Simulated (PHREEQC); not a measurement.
Consider water at 55 °C with 98 mmol/kgw FeSO4, 0.26 mmol/kgw ZnCl2, 0.75 mmol/kgw H2SO4 and 0.54 mmol/kgw Na2SO4. Closed to the air; pH follows from the charge balance.

All values are PHREEQC results (ion-association model, phreeqc.dat), not measurements.

```json
[
 {"quantity": "pH", "before": "3.56", "after": "8.47"},
 {"quantity": "ionic strength (mol/kgw)", "before": "0.184", "after": "0.192"},
 {"quantity": "FeSO4 (mol/kgw)", "before": "0.0523", "after": "0.0475"},
 {"quantity": "SO4-2 (mol/kgw)", "before": "0.0456", "after": "0.0505"},
 {"quantity": "Fe+2 (mol/kgw)", "before": "0.0455", "after": "0.0384"},
 {"quantity": "SI of Melanterite (FeSO4:7H2O)", "before": "-1.83", "after": "-1.87"},
 {"quantity": "SI of Halite (NaCl)", "before": "-8.16", "after": "-7.02"}
]
```

Question: Which change was made?
A. 0.014 mol/kgw NaOH added
B. temperature from 55 to 80 °C
C. ZnCl2 from 0.00026 to 0.00039 mol/kgw
D. temperature from 55 to 50 °C

Answer: A, 0.014 mol/kgw NaOH added

This is a speciation only: nothing precipitates in the calculation. At this temperature some constants are extrapolated from 25 °C, and those without enthalpy data are left unchanged.
